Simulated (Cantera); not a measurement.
Input: 1 mol SO2, 0.35 mol O2, held at 400 °C and 17.3 Torr.

Equilibrium computed with Cantera from the NASA thermochemical tables; the gas is ideal and each condensed phase is pure. Candidate condensed phases: S; 10 gas species. The numbers say what is thermodynamically allowed, not how fast it happens.

### Question
What is the equilibrium state?

### Answer
```json
{
 "x(SO3)": "0.698",
 "x(SO2)": "0.301",
 "x(O2)": "0.000736",
 "gas_amount": "1.001 mol",
 "log10 activity of S(l) (absent)": "-20.64"
}
```
